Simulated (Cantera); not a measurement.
Gas mixture: NO : N2 : N2O = 0.39 : 0.22 : 0.76 (molar parts), at 5.00 bar, frozen composition.

Cantera's kinetic-theory transport with the Lennard-Jones parameters of GRI-Mech 3.0, ideal gas; thermal conductivity in the multicomponent form. The composition is frozen, though it would react at the higher temperatures.

D: mixture-averaged diffusion coefficient of that species in the mixture.

| T (K) | ρ (kg/m³) | cp (J/kg/K) | μ (µPa s) | λ (mW/m/K) | Pr | D (cm²/s) CH4 | D (cm²/s) OH | D (cm²/s) CH3 |
|---|---|---|---|---|---|---|---|---|
| 400 | 5.63 | 985.9 | 20.8 | 28.3 | 0.724 | 0.0652 | ? | 0.0655 |
| 650 | 3.47 | 1105 | 30.3 | 45.8 | 0.729 | 0.153 | ? | 0.154 |
| 900 | 2.50 | 1191 | 38.2 | 62.3 | 0.730 | 0.267 | ? | 0.268 |
| 1150 | 1.96 | 1244 | 45.2 | 77.1 | 0.730 | 0.403 | ? | 0.406 |
| 1400 | 1.61 | 1282 | 51.6 | 90.7 | 0.729 | 0.561 | ? | 0.565 |
| 1650 | 1.37 | 1311 | 57.5 | 104 | 0.728 | 0.738 | ? | 0.743 |

Question: Complete the blanks.

Answer: 
- 400, D (cm²/s) OH: 0.0918
- 650, D (cm²/s) OH: 0.212
- 900, D (cm²/s) OH: 0.367
- 1150, D (cm²/s) OH: 0.552
- 1400, D (cm²/s) OH: 0.767
- 1650, D (cm²/s) OH: 1.01
